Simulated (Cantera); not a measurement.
A perfectly stirred reactor is fed with H₂ : O₂ : N₂ = 0.083 : 1 : 1.1 (molar parts), at 10.00 Torr; it is held at 1125 K, and followed from long to short residence time.

Model: the H2/O2 subset of GRI-Mech 3.0, which has no nitrogen chemistry, integrated in Cantera. Radical loss at walls, strong at low pressure, is not modelled. The temperature is held fixed by assumption; the heat of reaction is taken as removed at once.

Predict: x(H₂) at τ = 3.30 s; x(O₂) at τ = 3.30 s; x(O) at τ = 3.30 s; x(HO₂) at τ = 3.30 s; x(H₂O₂) at τ = 3.30 s; x(H₂) at τ = 77.0 ms; x(O₂) at τ = 77.0 ms; x(O) at τ = 77.0 ms; x(HO₂) at τ = 77.0 ms; x(H₂O₂) at τ = 77.0 ms.


```
Property                  Result
----------------------  --------
x(H₂) at τ = 3.30 s     0.000115
x(O₂) at τ = 3.30 s        0.447
x(O) at τ = 3.30 s       0.00105
x(HO₂) at τ = 3.30 s     9.86e-7
x(H₂O₂) at τ = 3.30 s    5.22e-8
x(H₂) at τ = 77.0 ms     0.00103
x(O₂) at τ = 77.0 ms       0.441
x(O) at τ = 77.0 ms      0.00874
x(HO₂) at τ = 77.0 ms    2.19e-6
x(H₂O₂) at τ = 77.0 ms   7.55e-8
```
